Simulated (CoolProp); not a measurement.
Properties of ammonia along the isobar 5.97 MPa (Tc = 405.6 K, pc = 11.36 MPa, ω = 0.256).

The numbers come from the reference Helmholtz-energy equation of state, Gao 2020 in CoolProp.

| T (K) | phase | speed of sound (m/s) | Joule-Thomson coefficient (K/MPa) | isothermal compressibility (1/MPa) | viscosity (µPa s) | conductivity (mW/(m K)) |
|---|---|---|---|---|---|---|
| 260.1 | liquid | 1633 | -0.1670 | 0.0008950 | 203 | 608 |
| 276.4 | liquid | 1525 | -0.1426 | 0.001094 | 169 | 558 |
| 292.6 | liquid | 1412 | -0.1105 | 0.001365 | 143 | 511 |
| 308.8 | liquid | 1294 | -0.06684 | 0.001755 | 123 | 465 |
| 325 | liquid | 1169 | -0.004676 | 0.002354 | 105 | 420 |
| 341.2 | liquid | 1034 | 0.08954 | 0.003370 | 89.9 | 376 |
| 357.4 | liquid | 882.5 | 0.2493 | 0.005428 | 76.1 | 331 |
| 373.6 | gas | 378.0 | 11.09 | 0.3161 | 13.2 | 46.6 |
| 389.8 | gas | 412.2 | 10.03 | 0.2521 | 13.8 | 47.4 |
| 406 | gas | 436.8 | 9.081 | 0.2265 | 14.4 | 50.7 |
| 422.2 | gas | 456.7 | 8.227 | 0.2122 | 15.1 | 49.7 |
| 438.4 | gas | 473.7 | 7.467 | 0.2029 | 15.7 | 50.8 |
| 454.7 | gas | 488.9 | 6.790 | 0.1964 | 16.4 | 52.5 |
| 470.9 | gas | 502.7 | 6.194 | 0.1915 | 17.0 | 54.4 |
| 487.1 | gas | 515.4 | 5.664 | 0.1878 | 17.7 | 56.6 |
| 503.3 | gas | 527.2 | 5.193 | 0.1848 | 18.3 | 58.8 |

Viscosity comes from a separate model (Fenghour 1995). Thermal conductivity comes from a separate model (Tufeu 1984).
